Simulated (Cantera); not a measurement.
Feed: 1 mol CuO, 5.8 mol H2, 4.6 mol H2O, at 1.33 mbar.

Method: chemical equilibrium by Gibbs-energy minimisation in Cantera with the NASA 1993 tables (ideal gas, pure condensed phases). Candidate condensed phases: Cu, CuO, Cu(OH)2, Cu2O, H2O; 12 gas species. Rates play no part.

Q: At 2048 K, list the 6 most abundant gas species with their mole fractions, and the condensed phases.

A: H2O 0.474, H2 0.396, Cu 0.0857, H 0.0386, OH 0.00504, O 0.000355. Condensed: gas only.
